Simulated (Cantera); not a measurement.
An isothermal, constant-pressure homogeneous reactor starts with 0.105 % CO, 3.90 % O2, 0.723 % H2O, 95.2 % N2, 0.105 % H2, equivalence ratio 0.027, at 850 K and 100.0 Torr.

Model: GRI-Mech 3.0 (53 species, 325 reactions), integrated in Cantera. Radical loss at walls, strong at low pressure, is not modelled. Below about 950 K walls govern HO2 and H2O2 in real vessels.

x: mole fraction; the columns are a selection and need not sum to one.

```csv
t (s),x CO,x O2,x H2O,x NO2,x H2O2
2.00e-6,0.00105,0.0390,0.00723,<1e-12,<1e-12
8.25e-6,0.00105,0.0390,0.00723,<1e-12,<1e-12
3.40e-5,0.00105,0.0390,0.00723,<1e-12,<1e-12
0.000140,0.00105,0.0390,0.00723,<1e-12,<1e-12
0.000579,0.00105,0.0390,0.00723,<1e-12,<1e-12
0.00239,0.00105,0.0390,0.00723,<1e-12,<1e-12
0.00985,0.00105,0.0390,0.00723,<1e-12,<1e-12
0.0406,0.00105,0.0390,0.00723,<1e-12,<1e-12
0.168,0.00103,0.0390,0.00731,<1e-12,2.63e-7
0.691,___,0.0384,0.00811,6.12e-12,4.65e-7
2.85,___,0.0383,0.00824,1.74e-11,5.40e-7
11.8,___,0.0382,0.00828,2.72e-11,3.74e-7
48.5,___,0.0381,0.00829,3.76e-11,1.62e-7
200,___,0.0380,0.00829,5.36e-11,1.21e-8
```

### Question
Complete the blanks.

### Answer

- 0.691, x CO: 0.000711
- 2.85, x CO: 0.000548
- 11.8, x CO: 0.000377
- 48.5, x CO: 0.000155
- 200, x CO: 1.84e-5
